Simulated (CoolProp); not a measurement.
The numbers come from the reference Helmholtz-energy equation of state, Thol 2019 in CoolProp.

For n-pentane, give the phase and the density (kg/m³), fugacity coefficient at 316 K and 0.781 MPa.


- 316 K and 0.781 MPa: liquid; density 604, fugacity coefficient 0.159
